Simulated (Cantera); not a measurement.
A perfectly stirred reactor is fed with 4.21 % H2, 95.8 % O2, at 1.43 Torr; it is held at 1350 K, and followed from long to short residence time.

Model: the H2/O2 subset of GRI-Mech 3.0, which has no nitrogen chemistry, integrated in Cantera. Radical loss at walls, strong at low pressure, is not modelled. The temperature is held fixed by assumption; the heat of reaction is taken as removed at once.

One state of this run: x H2 = 0.000464; x O2 = 0.933; x H2O2 = 7.49e-9; x O = 0.0213; x OH = 0.00382; x HO2 = 2.41e-7. x: mole fraction; the columns are a selection and need not sum to one.

Problem. Which value of τ (s) does it belong to?
(A) 2.3
(B) 0.0085
(C) 0.14
(D) 0.90

Solution. A, 2.3
